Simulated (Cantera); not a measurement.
A Cantera script and what it prints.

```python
import numpy as np
import cantera as ct

gas_names = """
    AL ALBr ALBr3 ALH ALN AL2 AL2Br6 Br Br2 H HBr H2 N NH NH2 NH3 N2 N2H2 N2H4
""".split()
cond_names = """
    AL(cr) AL(L) ALBr3(s) ALBr3(L) ALN(s) Br2(cr) Br2(L)
""".split()


# ... load() reads the species with a 1 bar reference pressure and builds the phases ...
atoms = {
    'AlBr3': {'AL': 1, 'Br': 3},
    'NH3': {'N': 1, 'H': 3},
    'N2': {'N': 2},
}
top_T = {'ALN(s)': 2750}  # K; cautious upper limits of use, not melting points


# ... equilibrate(T, P, feed) seeds the gas with the atoms and calls Mixture.equilibrate('TP', solver="vcs", rtol=1e-11, max_steps=5000) ...
results = []
feed = {'AlBr3': 1, 'NH3': 61, 'N2': 1.3}  # mol
P = 160  # Pa
for T in [750, 850, 950, 1050, 1150, 1250, 1350, 1450, 1550, 1650, 1750]:
    mix = equilibrate(T, P, feed)
    results.append((T, P, feed, dict(zip(mix.species_names, mix.species_moles))))

top = {s: max(r[3][s] / sum(r[3][g] for g in gas_names) for r in results) for s in gas_names}
cols = sorted((s for s in top if top[s] > 0.0001), key=lambda s: -top[s])[:9]
seen = [c for c in cond_names if any(r[3].get(c, 0) > 1e-12 for r in results)]
print("log10 of partial pressures in bar; condensed amounts in mol")
print(f"{'T/K':>10s}" + "".join(f"{s[:9]:>10s}" for s in cols + seen))
for T, P, feed, n in results:
    ng = sum(n[g] for g in gas_names)
    print(f"{T:10.4g}" + "".join(f"{np.log10(max(n[s] / ng * P / 1e5, 1e-99)):10.3f}" for s in cols)
          + "".join(f"{n.get(c, 0):10.4g}" for c in seen))
```

Output:

```
log10 of partial pressures in bar; condensed amounts in mol
       T/K        H2        N2       HBr      ALBr         H        Br     ALBr3    ALN(s)
       750    -2.936    -3.395    -4.418   -17.552   -13.968   -11.002    -6.823    0.9883
       850    -2.936    -3.395    -4.421   -14.538   -12.156    -9.766    -6.658    0.9829
       950    -2.936    -3.395    -4.423   -12.166   -10.723    -8.788    -6.529     0.977
      1050    -2.936    -3.395    -4.426   -10.252    -9.559    -7.994    -6.427    0.9709
      1150    -2.936    -3.395    -4.429    -8.677    -8.595    -7.338    -6.346    0.9648
      1250    -2.936    -3.395    -4.434    -7.360    -7.784    -6.787    -6.284    0.9562
      1350    -2.936    -3.394    -4.445    -6.250    -7.091    -6.324    -6.256    0.9132
      1450    -2.936    -3.394    -4.500    -5.343    -6.492    -5.969    -6.370    0.6128
      1550    -2.937    -3.392    -4.629    -4.898    -5.970    -5.740    -6.973         0
      1650    -2.938    -3.392    -4.658    -4.897    -5.511    -5.453    -7.723         0
      1750    -2.939    -3.393    -4.709    -4.900    -5.103    -5.223    -8.439         0
```

Cantera equilibrium calculation (NASA polynomials, part measured and part estimated; ideal gas, pure solids and liquids).
